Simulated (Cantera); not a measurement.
A closed system holds: 1 mol SiF4, 0.14 mol CH4, 740 mol H2, 0.21 mol C3H8, equilibrated at 35.0 mbar.

These are equilibrium values from Cantera (NASA tables, ideal gas, pure condensed phases), not measurements of a reactor. Candidate condensed phases: C, C6H6, C7H8, C8H18, Si, SiC; 113 gas species. Gases not in the tables: Si2H6 and higher silanes. Kinetics and transport are ignored.

Task: What share of the Si ends up in condensed phases as a function of T (K), at 1748, 1798, 1848, 1898, 1948, 1998, 2048, 2098, 2148?

Result: 
```tsv
T (K)	Si condensed (%)	as
1748	74.7	SiC(s)
1798	74.3	SiC(s)
1848	73.3	SiC(s)
1898	71.3	SiC(s)
1948	67.5	SiC(s)
1998	60.2	SiC(s)
2048	46.6	SiC(s)
2098	22.3	SiC(s)
2148	0.0	-
```
